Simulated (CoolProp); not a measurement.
The fluoroketone C6F12O (FK-5-1-12) along the isobar 461 kPa: density (kg/m³) from the reference equation and from simpler models built on Tc = 168.7 °C, pc = 1869 kPa, ω = 0.471; each cubic takes its own stable root.

Values from CoolProp's reference Helmholtz-energy equation of state, McLinden 2015.

```tsv
T (°C)	phase	reference
2.05	liquid	1671
16.55	liquid	1629
31.05	liquid	1586
45.55	liquid	1541
60.05	liquid	1493
74.65	liquid	1441
89.15	liquid	1385
103.65	gas	56.88
118.15	gas	52.87
132.65	gas	49.64
147.25	gas	46.93
161.75	gas	44.62
176.25	gas	42.61
```

Task: How far does each simpler model (Redlich-Kwong, Peng-Robinson) lie from the reference over these 13 states: mean and median of the absolute difference, and the worst?

Result: 
- Redlich-Kwong: mean 15.1 %, median 14.1 %, worst -95.8 % at 89.15 °C and 461 kPa
- Peng-Robinson: mean 1.8 %, median 1.7 %, worst +3.3 % at 31.05 °C and 461 kPa

At some of these states Redlich-Kwong gives the other phase, because its saturation line lies elsewhere.
